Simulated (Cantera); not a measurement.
An adiabatic, constant-volume homogeneous reactor starts with CH4 : O2 : N2 : H2O = 1 : 1.33 : 10.8 : 0.5 (molar parts), at 1700 K and 100000 Pa. Integrator tolerance rtol = 1e-08.

Computed with Cantera and GRI-Mech 3.0 (53 species, 325 reactions).

Task: What does this change do: pressure from 100000 Pa to 500000 Pa?

Result: 
```tsv
quantity	before	after
time of steepest temperature rise	0.404 ms	0.122 ms
temperature at 0.600 s	2631 K	2686 K
equilibrium temperature	2631 K	2686 K
x(CH4) at 0.600 s	<1e-12 (gas-phase equilibrium <1e-12)	3.84e-12 (gas-phase equilibrium 4.39e-12)
x(O2) at 0.600 s	0.000527 (gas-phase equilibrium 0.000527)	0.000180 (gas-phase equilibrium 0.000180)
x(H2O) at 0.600 s	0.122 (gas-phase equilibrium 0.122)	0.126 (gas-phase equilibrium 0.126)
x(CO2) at 0.600 s	0.0202 (gas-phase equilibrium 0.0202)	0.0205 (gas-phase equilibrium 0.0205)
x(C2H6) at 0.600 s	<1e-12 (gas-phase equilibrium <1e-12)	<1e-12 (gas-phase equilibrium <1e-12)
x(CH3) at 0.600 s	<1e-12 (gas-phase equilibrium <1e-12)	5.83e-12 (gas-phase equilibrium 6.66e-12)
x(NO2) at 0.600 s	7.00e-8 (gas-phase equilibrium 7.00e-8)	5.61e-8 (gas-phase equilibrium 5.61e-8)
```
